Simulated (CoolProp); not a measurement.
Properties of decamethyltetrasiloxane (MD2M) along the isobar 1.84 MPa.

Model: reference Helmholtz-energy equation of state, Thol 2017, in CoolProp.

| T (°C) | phase | density (kg/m³) | cv (kJ/(kg K)) | speed of sound (m/s) |
|---|---|---|---|---|
| -15.05 | liquid | 890.7 | 1.320 | 1082 |
| 3.65 | liquid | 872.1 | 1.372 | 1015 |
| 22.25 | liquid | 853.9 | 1.424 | 951.7 |
| 40.85 | liquid | 835.7 | 1.476 | 891.6 |
| 59.55 | liquid | 817.4 | 1.527 | 834.0 |
| 78.15 | liquid | 799.1 | 1.575 | 779.0 |
| 96.75 | liquid | 780.7 | 1.621 | 725.9 |
| 115.35 | liquid | 762.0 | 1.665 | 674.5 |
| 134.05 | liquid | 742.9 | 1.708 | 624.1 |
| 152.65 | liquid | 723.3 | 1.748 | 575.2 |
| 171.25 | liquid | 703.2 | 1.786 | 527.3 |
| 189.95 | liquid | 682.0 | 1.823 | 480.2 |
| 208.55 | liquid | 660.0 | 1.859 | 434.3 |
| 227.15 | liquid | 636.8 | 1.894 | 389.4 |
| 245.85 | liquid | 611.8 | 1.928 | 345.3 |
| 264.45 | liquid | 584.9 | 1.961 | 302.3 |
